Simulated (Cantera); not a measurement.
An adiabatic, constant-pressure homogeneous reactor starts with CO : H₂ : O₂ : N₂ : CO₂ = 1 : 0.042 : 0.326 : 1.22 : 0.088 (molar parts), at 1823 K and 1.01 bar. Integrator tolerance rtol = 1e-08.

Model: GRI-Mech 3.0 (53 species, 325 reactions), integrated in Cantera.

What does this change do: H2 0.042 to 0.013 parts?


| quantity | before | after |
|---|---|---|
| time of steepest temperature rise | 26.1 µs | 52.5 µs |
| temperature at 0.400 s | 2867 K | 2871 K |
| equilibrium temperature | 2867 K | 2871 K |
| x(CO) at 0.400 s | 0.238 (gas-phase equilibrium 0.238) | 0.236 (gas-phase equilibrium 0.236) |
| x(H₂) at 0.400 s | 0.00160 (gas-phase equilibrium 0.00160) | 0.000346 (gas-phase equilibrium 0.000346) |
| x(O₂) at 0.400 s | 0.0285 (gas-phase equilibrium 0.0285) | 0.0317 (gas-phase equilibrium 0.0317) |
| x(H₂O₂) at 0.400 s | 2.29e-8 (gas-phase equilibrium 2.29e-8) | 5.49e-9 (gas-phase equilibrium 5.49e-9) |
| x(CO₂) at 0.400 s | 0.201 (gas-phase equilibrium 0.201) | 0.208 (gas-phase equilibrium 0.208) |
